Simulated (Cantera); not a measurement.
Feed: 1 mol MgO, 1.8 mol F₂, 17 mol H₂, equilibrated at 1723 K and 8200 Pa.

Equilibrium computed with Cantera from the NASA thermochemical tables; the gas is ideal and each condensed phase is pure. Candidate condensed phases: H₂O, Mg, MgF₂, MgO, Mg(OH)₂; 31 gas species. Kinetics and transport are ignored.

Base state: H₂ 0.808, HF 0.170, H₂O 0.0110, MgF₂ 0.0106, H 0.000572, MgF 0.000224, Mg 0.000134 (mole fractions); condensed: MgO(s).

Task: What changes in the equilibrium state with this change: temperature from 1723 K to 750 K?

Result: 
```tsv
species	before	after
H₂	0.808	0.854
HF	0.170	0.0899
H₂O	0.0110	0.0562
MgF₂	0.0106	<1e-9
H	0.000572	<1e-9
MgF	0.000224	<1e-9
MgO(s), mol	0.793	0
MgF₂(s), mol	0	1.00
```
